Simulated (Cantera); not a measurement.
A Cantera script and its output.

```python
import numpy as np
import cantera as ct

surf = ct.Interface("ptcombust.yaml", "Pt_surf")
gas = surf.adjacent["gas"]
gas.TPX = 300, 19000, {'CH4': 0.03, 'O2': 0.058, 'N2': 0.79}
jet = ct.ImpingingJet(gas=gas, width=0.021, surface=surf)
jet.inlet.mdot, jet.inlet.T, jet.inlet.X = 0.072, 300, {'CH4': 0.03, 'O2': 0.058, 'N2': 0.79}
jet.set_refine_criteria(ratio=10, slope=0.2, curve=0.3)
show, cover = ['CH4', 'O2', 'H2O', 'OH', 'CO', 'CO2'], ["PT(S)", "H(S)", "O(S)", "OH(S)", "CO(S)", "C(S)"]

rows = []
print(f"{'Ts/K':>7s}" + "".join(f"{s:>11s}" for s in show + cover) + "   (gas at the wall, coverages)")
for i, Ts in enumerate([850, 900, 950, 1000, 1050]):
    jet.surface.T = Ts
    if i == 0:
        surf.TP = Ts, 19000
        surf.coverages = "PT(S):0.5, O(S):0.5"
        surf.advance_coverages(1.0)
        jet.set_initial_guess(products="inlet")
    jet.solve(loglevel=0, auto=(i == 0))
    rows.append([*(jet.X[gas.species_index(s), -1] for s in show), *surf[cover].coverages])
    print(f"{Ts:7g}" + "".join(f"{x:11.3e}" for x in rows[-1]))
```

Result:

```
   Ts/K        CH4         O2        H2O         OH         CO        CO2      PT(S)       H(S)       O(S)      OH(S)      CO(S)       C(S)   (gas at the wall, coverages)
    850  2.577e-02  4.821e-02  1.577e-02  5.602e-09  7.162e-06  1.027e-02  1.493e-01  4.054e-08  8.490e-01  1.626e-03  2.860e-05  7.303e-08
    900  1.810e-02  3.197e-02  3.005e-02  2.245e-08  7.586e-06  1.964e-02  2.344e-01  1.596e-07  7.635e-01  2.126e-03  2.683e-05  9.541e-08
    950  1.093e-02  1.686e-02  4.329e-02  6.676e-08  7.008e-06  2.837e-02  3.476e-01  4.998e-07  6.501e-01  2.340e-03  2.190e-05  1.048e-07
   1000  1.642e-03  9.929e-04  6.006e-02  1.954e-09  7.144e-03  3.135e-02  9.289e-01  2.550e-04  1.164e-04  5.090e-05  7.009e-02  5.525e-04
   1050  1.563e-03  9.752e-04  5.994e-02  5.150e-09  7.253e-03  3.129e-02  9.628e-01  3.284e-04  1.236e-04  4.499e-05  3.636e-02  3.662e-04
```

Model: Deutschmann's 1995 Pt surface mechanism with GRI-Mech 3.0 gas chemistry, integrated in Cantera. Catalytic surfaces can have several steady states; this one follows from the mechanism file's or the stated starting coverage.
